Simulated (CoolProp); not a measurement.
Properties of hexamethyldisiloxane (MM) along the isobar 1.97 MPa (Tc = 518.7 K, pc = 1.931 MPa, ω = 0.418).

Computed with CoolProp (reference Helmholtz-energy equation of state, Thol 2016).

```tsv
T (K)	phase	Joule-Thomson coefficient (K/MPa)	fugacity coefficient
355.1	liquid	-0.3020	0.03234
362.5	liquid	-0.2833	0.04059
369.9	liquid	-0.2631	0.05032
377.3	liquid	-0.2413	0.06166
384.7	liquid	-0.2174	0.07475
392.2	liquid	-0.1909	0.08989
399.6	liquid	-0.1619	0.1068
407	liquid	-0.1297	0.1258
414.4	liquid	-0.09357	0.1468
```
